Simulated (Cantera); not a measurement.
Charge: 1 mol CH2F2, 0.075 mol HCl, 0.018 mol CH4, held at 1900 °C and 10.0 mbar.

Equilibrium computed with Cantera from the NASA thermochemical tables; the gas is ideal and each condensed phase is pure. Candidate condensed phases: C, C6H6, C7H8, C8H18; 118 gas species. Rates play no part.

Base state: HF 0.940, HCl 0.0279, H2 0.0175, Cl 0.00741, H 0.00639, F 0.000269, C2H2 (acetylene) 3.87e-5 (mole fractions); condensed: C(graphite).

Task: What changes in the equilibrium state with this change: temperature from 1900 °C to 2252 °C?

Result: 
| species | before | after |
|---|---|---|
| HF | 0.940 | 0.914 |
| H | 0.00639 | 0.0326 |
| Cl | 0.00741 | 0.0217 |
| HCl | 0.0279 | 0.0128 |
| H2 | 0.0175 | 0.0135 |
| C3 | 1.39e-7 | 7.30e-5 |
| C | 9.39e-8 | 2.34e-5 |
| C2H | 4.53e-7 | 2.96e-5 |
| C(graphite), mol | 1.02 | 1.02 |

Task: What changes in the equilibrium state with this change: temperature from 1900 °C to 1052 °C?

Result: 
| species | before | after |
|---|---|---|
| HF | 0.940 | 0.947 |
| HCl | 0.0279 | 0.0355 |
| H2 | 0.0175 | 0.0171 |
| Cl | 0.00741 | 3.73e-6 |
| F | 0.000269 | <1e-9 |
| H | 0.00639 | 2.14e-6 |
| C2H2 (acetylene) | 3.87e-5 | 1.45e-8 |
| C(graphite), mol | 1.02 | 1.02 |

Task: What changes in the equilibrium state with this change: CH2F2 replaced by CH3Cl?

Result: 
```
species             before    after
----------------  --------  -------
H2                  0.0175    0.471
HCl                 0.0279    0.471
H                  0.00639   0.0331
HF                   0.940        0
Cl                 0.00741   0.0241
F                 0.000269        0
C2H2 (acetylene)   3.87e-5  0.00104
C(graphite), mol      1.02     1.01
```
